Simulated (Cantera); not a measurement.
A Cantera script and what it prints.

```python
import numpy as np
import cantera as ct

gas_names = """
    ALCL3 CL AL ALCL CL2
""".split()
cond_names = """
    ALCL3(s) ALCL3(L)
""".split()


# ... load() reads the species with a 1 bar reference pressure and builds the phases ...
species = {s.name: s for s in load("nasa_gas.yaml", gas_names) + load("nasa_condensed.yaml", cond_names)}
# Each term lists the table entries of one substance; the one whose range holds T is used.
reactions = {
    'AlCl3(g) = 3 Cl(g) + Al(g)':
        [(-1, ['ALCL3']), (3, ['CL']), (1, ['AL'])],
    'AlCl3 = AlCl(g) + Cl2(g)':
        [(-1, ['ALCL3(s)', 'ALCL3(L)']), (1, ['ALCL']), (1, ['CL2'])],
}


def pick(names, T):
    return next(species[n] for n in names if species[n].thermo.min_temp <= T <= species[n].thermo.max_temp)


results = []
for label, terms in reactions.items():
    print(label)
    print("     T/K   dH/kJ  dS/(J/K)   dG/kJ   log10 K")
    for T in [350, 375, 400, 425, 450, 475, 500, 525, 550, 575]:
        used = [(nu, pick(names, T)) for nu, names in terms]
        dH = sum(nu * s.thermo.h(T) for nu, s in used) / 1e6
        dS = sum(nu * s.thermo.s(T) for nu, s in used) / 1e3
        dG = dH - T * dS / 1e3
        logK = -dG * 1e6 / (ct.gas_constant * T * np.log(10))
        results.append((label, T, dH, dS, dG, logK, [s.name for _, s in used]))
        print(f"{T:8g} {dH:8.1f} {dS:8.1f} {dG:8.1f} {logK:8.2f}")
```

It prints:

```
AlCl3(g) = 3 Cl(g) + Al(g)
     T/K   dH/kJ  dS/(J/K)   dG/kJ   log10 K
     350   1278.9    347.9   1157.2  -172.69
     375   1279.3    348.8   1148.5  -159.97
     400   1279.6    349.6   1139.7  -148.83
     425   1279.9    350.4   1131.0  -139.00
     450   1280.2    351.0   1122.2  -130.26
     475   1280.4    351.6   1113.4  -122.44
     500   1280.7    352.2   1104.6  -115.40
     525   1281.0    352.7   1095.8  -109.03
     550   1281.3    353.2   1087.0  -103.23
     575   1281.5    353.7   1078.2   -97.94
AlCl3 = AlCl(g) + Cl2(g)
     T/K   dH/kJ  dS/(J/K)   dG/kJ   log10 K
     350    652.9    337.9    534.7   -79.79
     375    652.3    336.1    526.2   -73.30
     400    651.6    334.3    517.9   -67.62
     425    650.8    332.5    509.5   -62.62
     450    650.0    330.7    501.2   -58.18
     475    613.7    252.5    493.7   -54.29
     500    612.3    249.8    487.4   -50.92
     525    611.0    247.2    481.2   -47.88
     550    609.7    244.8    475.1   -45.12
     575    608.4    242.5    469.0   -42.60
```

Source: NASA polynomial tables (part measured, part estimated), evaluated in Cantera. Condensed species are held in their standard states even where they would react or evaporate.
